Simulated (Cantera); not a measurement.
**Equilibrium for silicon carbide growth: CH3SiCl3 + H2**

A closed system holds: 1 mol CH3SiCl3, a varied amount of H2, held at 1625 K and 0.140 bar.

Method: chemical equilibrium by Gibbs-energy minimisation in Cantera with the NASA 1993 tables (ideal gas, pure condensed phases). Candidate condensed phases: C, C6H6, C7H8, C8H18, Si, SiC; 109 gas species. The feed counts by its element totals alone. Kinetics and transport are ignored.

At 35 mol H2 the condensed part is C(graphite) + SiC(s). From 52 mol H2 to 1800 mol H2 the condensed part is SiC(s). The main Si-bearing gas is SiCl2 throughout.

```json
[
 {"n(H2) (mol)": "35", "x H2": "0.921", "x HCl": "0.0784", "x SiCl2": "0.000267", "x H": "0.000181", "x CH4": "0.000175", "n C(graphite)": "0.00146", "n SiC(s)": "0.989"},
 {"n(H2) (mol)": "52", "x H2": "0.945", "x HCl": "0.0542", "x SiCl2": "0.000168", "x H": "0.000183", "x CH4": "0.000136", "n C(graphite)": "0", "n SiC(s)": "0.990"},
 {"n(H2) (mol)": "77", "x H2": "0.962", "x HCl": "0.0373", "x SiCl2": "0.000113", "x H": "0.000185", "x CH4": "9.74e-5", "n C(graphite)": "0", "n SiC(s)": "0.991"},
 {"n(H2) (mol)": "110", "x H2": "0.973", "x HCl": "0.0264", "x SiCl2": "7.88e-5", "x H": "0.000186", "x CH4": "7.09e-5", "n C(graphite)": "0", "n SiC(s)": "0.991"},
 {"n(H2) (mol)": "170", "x H2": "0.982", "x HCl": "0.0172", "x SiCl2": "5.06e-5", "x H": "0.000187", "x CH4": "4.75e-5", "n C(graphite)": "0", "n SiC(s)": "0.991"},
 {"n(H2) (mol)": "250", "x H2": "0.988", "x HCl": "0.0118", "x SiCl2": "3.42e-5", "x H": "0.000187", "x CH4": "3.31e-5", "n C(graphite)": "0", "n SiC(s)": "0.991"},
 {"n(H2) (mol)": "370", "x H2": "0.992", "x HCl": "0.00800", "x SiCl2": "2.28e-5", "x H": "0.000188", "x CH4": "2.29e-5", "n C(graphite)": "0", "n SiC(s)": "0.991"},
 {"n(H2) (mol)": "540", "x H2": "0.994", "x HCl": "0.00549", "x SiCl2": "1.53e-5", "x H": "0.000188", "x CH4": "1.62e-5", "n C(graphite)": "0", "n SiC(s)": "0.991"},
 {"n(H2) (mol)": "800", "x H2": "0.996", "x HCl": "0.00372", "x SiCl2": "9.84e-6", "x H": "0.000188", "x CH4": "1.15e-5", "n C(graphite)": "0", "n SiC(s)": "0.991"},
 {"n(H2) (mol)": "1200", "x H2": "0.997", "x HCl": "0.00248", "x SiCl2": "6.00e-6", "x H": "0.000188", "x CH4": "8.43e-6", "n C(graphite)": "0", "n SiC(s)": "0.990"},
 {"n(H2) (mol)": "1800", "x H2": "0.998", "x HCl": "0.00166", "x SiCl2": "3.43e-6", "x H": "0.000188", "x CH4": "6.58e-6", "n C(graphite)": "0", "n SiC(s)": "0.988"}
]
```
x: gas mole fraction; n: condensed amount in mol.
